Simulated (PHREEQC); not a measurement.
Solution A (0.0082 mol NH4HF2, 0.01 mol (NH4)2SiF6, 0.12 mol HBF4 and 0.049 mol H2SO4 per kg of water) is mixed with solution B (92 mmol/kgw HF, 0.22 mmol/kgw KF and 78 mmol/kgw H2SO4) at 25 °C; shares are by mass of water, 1 kg in all. Oxygen alone is held at its pressure in air (log pO2 = -0.68). No CO2 enters from the air. The run lets SiO2(a) precipitate or redissolve, and no other solid.

Model: ion-association model, wateq4f.dat, run in PHREEQC.

```csv
share of solution B,pH,HF (mol/kgw)
0,0.87,0.0207
0.1,?,0.0244
0.2,0.91,0.0289
0.3,?,0.0339
0.4,0.95,0.0390
0.5,?,0.0439
0.6,?,0.0488
0.7,1.02,0.0536
0.8,1.05,0.0582
0.9,?,0.0626
1,1.10,0.0670
```

### Question
Fill in the missing entries.

### Answer

- 0.1, pH: 0.89
- 0.3, pH: 0.93
- 0.5, pH: 0.97
- 0.6, pH: 1.00
- 0.9, pH: 1.08

wateq4f.dat counts part of the HF as a dimer, H2F2, which phreeqc.dat doesn't know; its constant is uncertain. SiF6-2 is the database's only silicon fluoride. Real BF4- forms and hydrolyses slowly; the run takes it at equilibrium.
